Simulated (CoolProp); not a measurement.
A closed Brayton cycle with carbon dioxide: compressor inlet 317.15 K and 8.4 MPa, high pressure 23.5 MPa, turbine inlet 780 K, compressor efficiency 0.89, turbine efficiency 0.85, recuperator effectiveness 0.95 (on enthalpy, no pinch check). Each further row changes one setting.

Computed with CoolProp (reference Helmholtz-energy equation of state, Span 1996).

| case | thermal efficiency (%) | net work (kJ/kg) | compressor to turbine work | compressor exit (K) | turbine exit (K) |
|---|---|---|---|---|---|
| as stated | 33.5 | 75.8 | 0.36 | 392.1 | 667.3 |
| turbine inlet 730 K | 31.1 | 66.8 | ___ | 392.1 | ___ |
| compressor inlet 327.15 K | 31.9 | ___ | 0.44 | 412.8 | 667.3 |
| high pressure 20 MPa | 32.8 | 66.8 | ___ | ___ | 684.5 |
| recuperator effectiveness 0.5 | ___ | 75.8 | 0.36 | 392.1 | 667.3 |

### Question
Some entries are withheld; supply them.

### Answer

- turbine inlet 730 K, compressor to turbine work: 0.39
- turbine inlet 730 K, turbine exit (K): 621.2
- compressor inlet 327.15 K, net work (kJ/kg): 67.2
- high pressure 20 MPa, compressor to turbine work: 0.34
- high pressure 20 MPa, compressor exit (K): 380.2
- recuperator effectiveness 0.5, thermal efficiency (%): 20.5
